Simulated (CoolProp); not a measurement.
Vapour-liquid equilibrium of R125 (1) + R134a (2) at 242.7 K; x and y are mole fractions of (1).

Model: multi-fluid Helmholtz-energy mixture model, Lemmon 2005 and Tillner-Roth 1994; pair parameters Lemmon 2004, in CoolProp.

| x | bubble pressure, mixture model (MPa) | bubble pressure, Raoult's law (MPa) | y, mixture model | y, Raoult's law |
|---|---|---|---|---|
| 0.05 | 0.09007 | 0.08965 | 0.126 | 0.125 |
| 0.125 | 0.1012 | 0.1003 | 0.279 | 0.279 |
| 0.2 | 0.1121 | 0.1108 | 0.401 | 0.404 |
| 0.275 | 0.1229 | 0.1214 | 0.501 | 0.507 |
| 0.35 | 0.1336 | 0.1320 | 0.585 | 0.593 |
| 0.425 | 0.1442 | 0.1426 | 0.657 | 0.667 |
| 0.5 | (withheld) | 0.1532 | 0.719 | 0.731 |
| 0.575 | 0.1651 | 0.1638 | 0.774 | 0.786 |
| 0.65 | 0.1754 | 0.1744 | (withheld) | 0.834 |
| 0.725 | (withheld) | 0.1850 | 0.867 | 0.877 |
| 0.8 | 0.1961 | 0.1956 | 0.907 | 0.916 |
| 0.875 | 0.2065 | 0.2062 | 0.944 | 0.950 |
| 0.95 | 0.2169 | 0.2168 | 0.978 | 0.981 |

Question: Complete the blanks.

Answer: 
- 0.5, bubble pressure, mixture model (MPa): 0.1547
- 0.65, y, mixture model: 0.822
- 0.725, bubble pressure, mixture model (MPa): 0.1858

The largest gap from Raoult's law is +1.2 % in bubble pressure, at x = 0.275. No azeotrope shows between x = 0.05 and 0.95.

The pair parameters rest on a limited set of measurements; away from them the model extrapolates.
